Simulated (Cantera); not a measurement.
# Diamond growth

A diamond (100) surface in a fixed gas of H2 with x(CH4) = 0.0051, x(CH3) = 5.4e-05, at 1025 K, 0.0928 atm; coverages are run to steady state.

Detailed kinetics in Cantera: the Harris–Goodwin 1993 mechanism for the reconstructed diamond (100) surface.

```tsv
x(H)	growth (µm/h)	θ c6HH	θ c6H*	θ c6*H	θ c6**	θ c6HM
0.0001	0.724	0.566	0.0169	0.323	0.00458	0.0631
0.00025	1.40	0.554	0.0184	0.351	0.00726	0.0491
0.00064	2.11	0.559	0.0194	0.371	0.00943	0.0290
0.0016	2.58	0.566	0.0201	0.383	0.0107	0.0143
0.0041	2.84	0.570	0.0204	0.389	0.0113	0.00612
0.01	2.95	0.572	0.0207	0.392	0.0116	0.00261
0.026	3.00	0.573	0.0211	0.392	0.0117	0.00102
0.066	3.04	0.574	0.0219	0.392	0.0119	0.000406
0.17	3.09	0.574	0.0239	0.390	0.0122	0.000160
```
θ: site fractions in the mechanism's names (c6HH fully hydrogenated, c6H* and c6*H radical sites, c6** diradical, c6HM methylated).
